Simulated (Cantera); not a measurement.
An isothermal, constant-pressure homogeneous reactor starts with NH3 : H2 = 1 : 0.61 (molar parts), at 1650 K and 1.00 bar. Integrator tolerance rtol = 1e-08.

Model: the gas-phase N/H chemistry of the illustrative SiF4/NH3 mechanism in the Surface Chemkin manual (1991), integrated in Cantera. Walls and surfaces, which speed up NH3 decomposition in real reactors, are not modelled.

Q: What does this change do: temperature 1650 to 2275 K?

A: 
```json
[
 {"quantity": "x(NH3) at 20.0 s", "before": "0.0707 (gas-phase equilibrium 1.29e-5)", "after": "4.23e-6 (gas-phase equilibrium 4.23e-6)"},
 {"quantity": "x(H2) at 20.0 s", "before": "0.759 (gas-phase equilibrium 0.808)", "after": "0.802 (gas-phase equilibrium 0.802)"},
 {"quantity": "x(N) at 20.0 s", "before": "3.68e-9 (gas-phase equilibrium <1e-12)", "after": "1.29e-8 (gas-phase equilibrium 1.29e-8)"},
 {"quantity": "x(H) at 20.0 s", "before": "7.12e-5 (gas-phase equilibrium 8.22e-5)", "after": "0.00765 (gas-phase equilibrium 0.00765)"},
 {"quantity": "x(N2H2) at 20.0 s", "before": "8.63e-9 (gas-phase equilibrium <1e-12)", "after": "2.10e-12 (gas-phase equilibrium 2.10e-12)"},
 {"quantity": "x(N2H4) at 20.0 s", "before": "3.97e-9 (gas-phase equilibrium <1e-12)", "after": "<1e-12 (gas-phase equilibrium <1e-12)"}
]
```

Q: What does this change do: temperature 1650 to 1450 K?

A: 
| quantity | before | after |
|---|---|---|
| x(NH3) at 20.0 s | 0.0707 (gas-phase equilibrium 1.29e-5) | 0.555 (gas-phase equilibrium 2.27e-5) |
| x(H2) at 20.0 s | 0.759 (gas-phase equilibrium 0.808) | 0.425 (gas-phase equilibrium 0.808) |
| x(N) at 20.0 s | 3.68e-9 (gas-phase equilibrium <1e-12) | 2.21e-10 (gas-phase equilibrium <1e-12) |
| x(H) at 20.0 s | 7.12e-5 (gas-phase equilibrium 8.22e-5) | 4.94e-6 (gas-phase equilibrium 8.56e-6) |
| x(N2H2) at 20.0 s | 8.63e-9 (gas-phase equilibrium <1e-12) | 4.70e-8 (gas-phase equilibrium <1e-12) |
| x(N2H4) at 20.0 s | 3.97e-9 (gas-phase equilibrium <1e-12) | 4.47e-8 (gas-phase equilibrium <1e-12) |

Q: What does this change do: temperature 1650 to 2250 K?

A: 
```json
[
 {"quantity": "x(NH3) at 20.0 s", "before": "0.0707 (gas-phase equilibrium 1.29e-5)", "after": "4.37e-6 (gas-phase equilibrium 4.37e-6)"},
 {"quantity": "x(H2) at 20.0 s", "before": "0.759 (gas-phase equilibrium 0.808)", "after": "0.802 (gas-phase equilibrium 0.802)"},
 {"quantity": "x(N) at 20.0 s", "before": "3.68e-9 (gas-phase equilibrium <1e-12)", "after": "9.72e-9 (gas-phase equilibrium 9.72e-9)"},
 {"quantity": "x(H) at 20.0 s", "before": "7.12e-5 (gas-phase equilibrium 8.22e-5)", "after": "0.00670 (gas-phase equilibrium 0.00670)"},
 {"quantity": "x(N2H2) at 20.0 s", "before": "8.63e-9 (gas-phase equilibrium <1e-12)", "after": "1.86e-12 (gas-phase equilibrium 1.86e-12)"},
 {"quantity": "x(N2H4) at 20.0 s", "before": "3.97e-9 (gas-phase equilibrium <1e-12)", "after": "<1e-12 (gas-phase equilibrium <1e-12)"}
]
```
